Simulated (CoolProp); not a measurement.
Model: reference Helmholtz-energy equation of state, Thol 2018, in CoolProp.

Problem. For hydrogen chloride, give the phase and the cp (kJ/(kg K)), cv (kJ/(kg K)), speed of sound (m/s) at 581.5 K and 0.394 bar; 581.5 K and 9.66 bar.

Solution. 
- 581.5 K and 0.394 bar: gas; cp 0.810, cv 0.581, speed of sound 430
- 581.5 K and 9.66 bar: gas; cp 0.820, cv 0.583, speed of sound 429
